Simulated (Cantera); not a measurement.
A closed system holds: 1 mol S, 0.055 mol SO2, 0.32 mol N2, held at 2448.15 K and 2.90 mbar.

Method: chemical equilibrium by Gibbs-energy minimisation in Cantera with the NASA 1993 tables (ideal gas, pure condensed phases). Candidate condensed phases: S; 17 gas species. Kinetics and transport are ignored.

Base state: S 0.339, N2 0.295, S2 0.270, SO 0.0882, SO2 0.00592, O 0.00106, S2O 0.000292, NO 0.000143 (mole fractions); condensed: gas only.

Question: What changes in the equilibrium state with this change: temperature from 2448.15 K to 1023 K?

Answer: 
| species | before | after |
|---|---|---|
| S2 | 0.270 | 0.570 |
| N2 | 0.295 | 0.366 |
| SO2 | 0.00592 | 0.0618 |
| S | 0.339 | 1.74e-7 |
| SO | 0.0882 | 8.52e-5 |
| O | 0.00106 | <1e-9 |
| NO | 0.000143 | <1e-9 |
| SN | 7.69e-5 | <1e-9 |
| O2 | 2.61e-5 | <1e-9 |
| S2O | 0.000292 | 0.00218 |
Gases not in the tables: S3 to S7.
